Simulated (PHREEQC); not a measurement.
## Acid rinse or clean (model solution)

Dissolve 0.012 mol/kgw HNO3, 0.002 mol/kgw FeCl3 and 0.00086 mol/kgw MgCl2 at 80 °C. Closed to the air; pH follows from the charge balance.

All values are PHREEQC results (ion-association model, wateq4f.dat), not measurements.

Each row changes one thing in this solution. This is a speciation only: nothing precipitates in the calculation.

```
case                                     pH  ionic strength (mol/kgw)  FeOH+2 (mol/kgw)  Fe+3 (mol/kgw)  FeCl+2 (mol/kgw)  Fe(OH)2+ (mol/kgw)  SI of Goethite (FeOOH)  SI of Hematite (Fe2O3)
-------------------------------------  ----  ------------------------  ----------------  --------------  ----------------  ------------------  ----------------------  ----------------------
as made                                1.92                    0.0230           0.00137        0.000298          0.000139            0.000137                   +4.36                  +10.95
0.00061 mol/kgw CO2 added              1.92                    0.0230           0.00137        0.000298          0.000139            0.000137                   +4.36                  +10.95
temperature from 80 to 35 °C           1.95                    0.0247          0.000648         0.00111          0.000168             1.76e-5                   +3.74                     [?]
MgCl2 left out                         1.92                    0.0205           0.00139        0.000300          0.000111            0.000141                   +4.37                  +10.97
0.0016 mol/kgw MnCl2 added             1.93                    0.0277           0.00133        0.000295          0.000185            0.000130                   +4.34                  +10.90
0.015 mol/kgw KOH added                3.38                       [?]          0.000508         3.80e-6           1.84e-6             0.00148                   +6.85                  +15.93
0.013 mol/kgw KCl added                1.94                    0.0358           0.00123        0.000278          0.000313            0.000116                     [?]                  +10.81
FeCl3 from 0.002 to 0.0022 mol/kgw     1.92                    0.0239           0.00149        0.000330               [?]            0.000146                   +4.39                  +11.00
MgCl2 from 0.00086 to 0.00129 mol/kgw  1.92                    0.0243           0.00136        0.000297          0.000152            0.000134                     [?]                  +10.93
```

Task: Fill in the missing entries.

Result: 
- temperature from 80 to 35 °C, SI of Hematite (Fe2O3): +9.53
- 0.015 mol/kgw KOH added, ionic strength (mol/kgw): 0.0211
- 0.013 mol/kgw KCl added, SI of Goethite (FeOOH): +4.29
- FeCl3 from 0.002 to 0.0022 mol/kgw, FeCl+2 (mol/kgw): 0.000164
- MgCl2 from 0.00086 to 0.00129 mol/kgw, SI of Goethite (FeOOH): +4.35

Some of these states are supersaturated (in Hematite (slow to form), Goethite (slow to form), for instance). Constants without temperature data keep their 25 °C values here.
